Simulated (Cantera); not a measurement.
A closed system holds: 1 mol Si, 0.024 mol O2, 41 mol N2, held at 2.20 mbar.

Equilibrium computed with Cantera from the NASA thermochemical tables; the gas is ideal and each condensed phase is pure. Candidate condensed phases: Si, SiO2, Si2N2O, Si3N4; 16 gas species. Mutual solubility and eutectic melting of coexisting phases are not modelled. Kinetics and transport are ignored.

### Question
Which condensed phases are stable at each of these points (T (°C)): 1252, 1302, 1352, 1402, 1452, 1502, 1552, 1602, 1652, 1702, 1752, 1802, 1852?

### Answer
| T (°C) | condensed phases | Si condensed (%) |
|---|---|---|
| 1252 | Si2N2O(s) + Si3N4(s) | 99.1 |
| 1302 | Si2N2O(s) + Si3N4(s) | 96.0 |
| 1352 | Si3N4(s) | 95.1 |
| 1402 | Si3N4(s) | 94.7 |
| 1452 | Si(l) | 93.1 |
| 1502 | Si(l) | 90.6 |
| 1552 | Si(l) | 85.9 |
| 1602 | Si(l) | 76.8 |
| 1652 | Si(l) | 59.9 |
| 1702 | Si(l) | 29.5 |
| 1752 | gas only | 0.0 |
| 1802 | gas only | 0.0 |
| 1852 | gas only | 0.0 |

From 1252 °C to 1302 °C the condensed part is Si2N2O(s) + Si3N4(s). From 1352 °C to 1402 °C the condensed part is Si3N4(s). From 1452 °C to 1702 °C the condensed part is Si(l). From 1752 °C to 1852 °C nothing is condensed.
